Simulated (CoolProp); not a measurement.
Computed with CoolProp (reference Helmholtz-energy equation of state, Gao 2022).

Q: For n-perfluorohexane, give the phase and the density (kg/m³), speed of sound (m/s) at 140.85 °C and 2.85 MPa.

A: 
- 140.85 °C and 2.85 MPa: liquid; density 1290, speed of sound 221
